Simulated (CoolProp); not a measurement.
Ethylbenzene along the isotherm 620 K: Z from the reference equation and from simpler models built on Tc = 617.1 K, pc = 3.622 MPa, ω = 0.304; each cubic takes its own stable root.

Values from CoolProp's reference Helmholtz-energy equation of state, Zhou 2012.

```json
[
 {"p (MPa)": "0.0573", "phase": "gas", "reference": "0.9944", "Soave-Redlich-Kwong": "0.9947", "Peng-Robinson": "0.9941"},
 {"p (MPa)": "0.0892", "phase": "gas", "reference": "0.9913", "Soave-Redlich-Kwong": "0.9917", "Peng-Robinson": "0.9908"},
 {"p (MPa)": "0.139", "phase": "gas", "reference": "0.9863", "Soave-Redlich-Kwong": "0.9870", "Peng-Robinson": "0.9856"},
 {"p (MPa)": "0.216", "phase": "gas", "reference": "0.9787", "Soave-Redlich-Kwong": "0.9797", "Peng-Robinson": "0.9775"},
 {"p (MPa)": "0.337", "phase": "gas", "reference": "0.9665", "Soave-Redlich-Kwong": "0.9682", "Peng-Robinson": "0.9646"},
 {"p (MPa)": "0.524", "phase": "gas", "reference": "0.9474", "Soave-Redlich-Kwong": "0.9499", "Peng-Robinson": "0.9445"},
 {"p (MPa)": "0.816", "phase": "gas", "reference": "0.9165", "Soave-Redlich-Kwong": "0.9205", "Peng-Robinson": "0.9121"},
 {"p (MPa)": "1.27", "phase": "gas", "reference": "0.8657", "Soave-Redlich-Kwong": "0.8721", "Peng-Robinson": "0.8593"},
 {"p (MPa)": "1.98", "phase": "gas", "reference": "0.7764", "Soave-Redlich-Kwong": "0.7875", "Peng-Robinson": "0.7683"},
 {"p (MPa)": "3.08", "phase": "gas", "reference": "0.5880", "Soave-Redlich-Kwong": "0.6140", "Peng-Robinson": "0.5868"},
 {"p (MPa)": "4.8", "phase": "supercritical", "reference": "0.2167", "Soave-Redlich-Kwong": "0.2754", "Peng-Robinson": "0.2492"},
 {"p (MPa)": "7.47", "phase": "supercritical", "reference": "0.2997", "Soave-Redlich-Kwong": "0.3599", "Peng-Robinson": "0.3240"},
 {"p (MPa)": "11.6", "phase": "supercritical", "reference": "0.4318", "Soave-Redlich-Kwong": "0.4986", "Peng-Robinson": "0.4481"},
 {"p (MPa)": "18.1", "phase": "supercritical", "reference": "0.6318", "Soave-Redlich-Kwong": "0.7074", "Peng-Robinson": "0.6355"}
]
```
